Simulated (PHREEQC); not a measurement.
Synthetic water in mmol/kgw, 20 °C, pH 6.99, pe 11.8: Na 1.92; K 0.351; Ca 0.75; Mg 2.22; Cl 7.64; S(6) 0.139; Alkalinity (meq/kgw) 0.492; Cd 0.0659; Ni 0.0111.

Valence states are taken as typed.

Model: ion-association model, wateq4f.dat, run in PHREEQC.

Task: The ionic strength comes out as 0.0114 mol/kgw. What activity coefficients do Cd+2, Cl-, CdCl+, MgHCO3+, Ni+2 get?

Result: Cd+2 0.65, Cl- 0.90, CdCl+ 0.90, MgHCO3+ 0.90, Ni+2 0.65.

No solid was allowed to form. The solution is supersaturated, for example in Otavite, so a real one may precipitate; this is no full list. The database's nickel carbonate constants are estimates that later reviews lower a good deal.
